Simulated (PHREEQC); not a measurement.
Solution (60 °C): 2.1 mmol/kgw HCl, 67 mmol/kgw CuSO4 and 0.095 mmol/kgw MnSO4. Closed to the air; pH follows from the charge balance.

Equilibrium calculation in PHREEQC: ion-association model, wateq4f.dat.

This is a speciation only: nothing precipitates in the calculation.

**Question.** Order these Cu species by the share of Cu that they hold, largest first: CuSO4, Cu+2, CuCl+.

**Answer.** Cu+2 (53 %), CuSO4 (47 %), CuCl+ (0.41 %)

The pH is 3.33 and the ionic strength 0.141 mol/kgw. Species that the database lacks are ignored. Constants without temperature data keep their 25 °C values here.
